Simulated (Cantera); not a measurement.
An isothermal, constant-pressure homogeneous reactor starts with CH4 : N2 = 1 : 5.2 (molar parts), at 1225 K and 100000 Pa. Integrator tolerance rtol = 1e-08.

Detailed kinetics in Cantera: GRI-Mech 3.0 (53 species, 325 reactions). GRI-Mech 3.0 stops at C3 and has no aromatics, soot or wall deposition, so with more carbon than oxygen in the feed, carbon stays in small species such as C2H2 where larger ones or solid carbon would form.

```
quantity                                           before                                      after
----------------  ---------------------------------------  -----------------------------------------
x(CH4) at 70.0 s     0.153 (gas-phase equilibrium 0.0865)     0.0107 (gas-phase equilibrium 0.00751)
x(H2) at 70.0 s     0.0104 (gas-phase equilibrium 0.0909)        0.193 (gas-phase equilibrium 0.198)
x(CH2) at 70.0 s    <1e-12 (gas-phase equilibrium <1e-12)  9.95e-10 (gas-phase equilibrium 6.82e-10)
x(C2H) at 70.0 s  <1e-12 (gas-phase equilibrium 2.31e-12)    1.15e-8 (gas-phase equilibrium 5.22e-9)
x(H) at 70.0 s    6.97e-9 (gas-phase equilibrium 9.46e-8)    1.39e-5 (gas-phase equilibrium 1.41e-5)
```

Task: Which change was made?
(A) temperature 1225 to 1550 K
(B) temperature 1225 to 1673 K
(C) temperature 1225 to 1425 K
(D) temperature 1225 to 1500 K

Result: A, temperature 1225 to 1550 K
